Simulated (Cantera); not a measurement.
Gas-phase reforming

An isothermal, constant-pressure homogeneous reactor starts with 57.2 % CH₄, 37.2 % CO₂, 5.61 % H₂, at 2150 K and 13300 Pa.

Detailed kinetics in Cantera: GRI-Mech 3.0 (53 species, 325 reactions).

```
t (s)        x CH₄    x CO₂   x H₂     x HO₂   x CH₂CO
--------  --------  -------  -----  --------  --------
7.00e-5      0.448    0.348  0.133  2.93e-11   1.02e-6
0.000195     0.198    0.262  0.350  7.25e-11   3.89e-5
0.000545    0.0654    0.162  0.436  1.25e-10  0.000121
0.00152     0.0160   0.0561  0.411  1.45e-10  0.000208
0.00424    0.00793   0.0172  0.432  8.98e-11  0.000152
0.0118     0.00526  0.00882  0.494  2.34e-11   5.45e-5
0.0330     0.00238  0.00230  0.542  1.73e-12   1.03e-5
0.0921    0.000508  9.43e-5  0.558    <1e-12   5.68e-7
0.257      8.78e-5  5.42e-8  0.559    <1e-12   4.24e-8
0.717      8.36e-5  3.66e-8  0.559    <1e-12   4.04e-8
2.00       8.36e-5  3.66e-8  0.559    <1e-12   4.04e-8
```
x: mole fraction; the columns are a selection and need not sum to one.

Equilibrium at this temperature and pressure: CH₄ 8.38e-5, CO₂ 3.67e-8, H₂ 0.559, HO₂ <1e-12, CH₂CO 4.04e-8 (gas phase only).
